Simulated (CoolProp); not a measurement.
A single-stage vapour-compression cycle with n-perfluorohexane: evaporating at 304.15 K (dew point), condensing at 339.15 K (bubble point), superheat 2 K, subcooling 2 K, compressor efficiency 0.75, no pressure losses. Each further row changes one setting.

Values from CoolProp's reference Helmholtz-energy equation of state, Gao 2022.

```tsv
case	cooling COP	pressure ratio	discharge temperature (K)	refrigerating effect (kJ/kg)	volumetric capacity (kJ/m³)
as stated	4.96	3.57	339.1	57.5	299
evaporating temperature 309.15 K	6.19	2.91	339.1	61.5	388
condensing temperature 334.15 K	6.14	3.04	334.2	63.0	328
subcooling 7 K	5.43	3.57	339.1	63.0	328
superheat 12 K	5.23	3.57	339.1	65.9	331
compressor efficiency 0.65	4.29	3.57	339.1	57.5	299
```

The compression ends wet for: as stated; evaporating temperature 309.15 K; condensing temperature 334.15 K; subcooling 7 K; superheat 12 K; compressor efficiency 0.65.
